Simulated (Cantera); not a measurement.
What does this Cantera script print?

```python
import numpy as np
import cantera as ct

surf = ct.Interface("diamond.yaml", "diamond_100")
gas, bulk = surf.adjacent["gas"], surf.adjacent["diamond"]
k = surf.kinetics_species_index(bulk.species_names[0])
cover = ["c6HH", "c6H*", "c6*H", "c6**", "c6HM", "c6B"]

rows, drift = [], 0.0
print(f"{'xH':>10s}{'um/h':>11s}" + "".join(f"{s:>11s}" for s in cover))
for v in [0.0001, 0.00021, 0.00043, 0.00089, 0.0018, 0.0038, 0.0078, 0.016, 0.034]:
    T, P, xH, xCH3 = 1375, 4700, v, 0.00025
    gas.TPX = T, P, {"H": xH, "CH3": xCH3, "CH4": 0.0057, "H2": 1 - xH - xCH3 - 0.0057}
    surf.TP = bulk.TP = T, P
    surf.coverages = "c6H*:0.1, c6HH:0.9"
    surf.advance_coverages(100.0)
    before = surf.coverages
    surf.advance_coverages(100.0)
    drift = max(drift, np.max(np.abs(surf.coverages - before) / (surf.coverages + 1e-9)))
    rate = surf.net_production_rates[k] * bulk.mean_molecular_weight / bulk.density * 3.6e9
    rows.append([rate, *surf[cover].coverages])
    print(f"{v:10.4g}{rate:11.4e}" + "".join(f"{x:11.3e}" for x in rows[-1][1:]))
```

Output:

```
        xH       um/h       c6HH       c6H*       c6*H       c6**       c6HM        c6B
    0.0001 1.5524e-02  6.993e-01  2.830e-02  2.687e-01  3.353e-03  4.335e-05  4.212e-11
   0.00021 7.5520e-02  5.806e-01  3.906e-02  3.709e-01  8.631e-03  6.111e-05  2.049e-10
   0.00043 2.6253e-01  4.849e-01  4.728e-02  4.489e-01  1.754e-02  7.796e-05  7.124e-10
   0.00089 6.8045e-01  4.184e-01  5.246e-02  4.980e-01  2.940e-02  9.538e-05  1.846e-09
    0.0018 1.2879e+00  3.798e-01  5.507e-02  5.228e-01  4.086e-02  1.125e-04  3.495e-09
    0.0038 2.0019e+00  3.572e-01  5.637e-02  5.349e-01  5.033e-02  1.277e-04  5.432e-09
    0.0078 2.6782e+00  3.460e-01  5.696e-02  5.400e-01  5.618e-02  1.366e-04  7.268e-09
     0.016 3.4439e+00  3.403e-01  5.728e-02  5.423e-01  5.953e-02  1.388e-04  9.345e-09
     0.034 4.6071e+00  3.374e-01  5.757e-02  5.432e-01  6.140e-02  1.335e-04  1.250e-08
```

Cantera simulation using the Harris–Goodwin 1993 mechanism for the reconstructed diamond (100) surface; the numbers are that mechanism's predictions, not measurements.
